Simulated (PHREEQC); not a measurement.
Consider water at 20 °C with 0.013 mol HF, 0.046 mol KOH and 0.0047 mol LiCl per kg of water. Closed to the air; pH follows from the charge balance.

The numbers come from PHREEQC with the ion-association model, wateq4f.dat.

Each row changes one thing in this solution. Precipitation was switched off in this run.

```tsv
case	pH	ionic strength (mol/kgw)
as made	12.60	0.0507
0.002 mol/kgw Na2CO3 added	12.59	0.0566
HF from 0.013 to 0.0117 mol/kgw	[?]	0.0507
0.006 mol/kgw H3AsO4 added	12.26	0.0677
KOH from 0.046 to 0.0046 mol/kgw	3.00	0.0104
LiCl from 0.0047 to 0.00094 mol/kgw	12.60	0.0469
KOH replaced by KHSO4 at the same molality	1.67	[?]
temperature from 20 to 15 °C	[?]	0.0507
HF from 0.013 to 0.0065 mol/kgw	12.68	0.0507
```

Question: Some entries are withheld; supply them.

Answer: 
- HF from 0.013 to 0.0117 mol/kgw, pH: 12.61
- KOH replaced by KHSO4 at the same molality, ionic strength (mol/kgw): 0.0968
- temperature from 20 to 15 °C, pH: 12.78
